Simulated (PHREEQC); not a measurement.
# Silver or lead bath: an equilibrium model

A solution holds 0.0013 mol Ag2SO4, 0.018 mol NaNO3, 0.04 mol Zn(NO3)2 and 0.00088 mol NaCl per kg of water, at 25 °C. Closed to the air; pH follows from the charge balance.

All values are PHREEQC results (ion-association model, wateq4f.dat), not measurements.

- pH: 5.39
- ionic strength: 0.139 mol/kgw

| species | molality | activity | log γ |
|---|---|---|---|
| NO3- | 0.0979 | 0.0711 | -0.139 |
| Zn+2 | 0.0393 | 0.0143 | -0.439 |
| Na+ | 0.0189 | 0.0144 | -0.117 |
| Ag+ | 0.00197 | 0.00150 | -0.117 |
| ZnSO4 | 0.000658 | 0.000680 | 0.014 |
| SO4-2 | 0.000608 | 0.000202 | -0.478 |
| AgCl | 0.000559 | 0.000577 | 0.014 |
| Cl- | 0.000279 | 0.000207 | -0.131 |

No solid was allowed to form. The solution is supersaturated, for example in Cerargyrite, so a real one may precipitate; this is no full list.
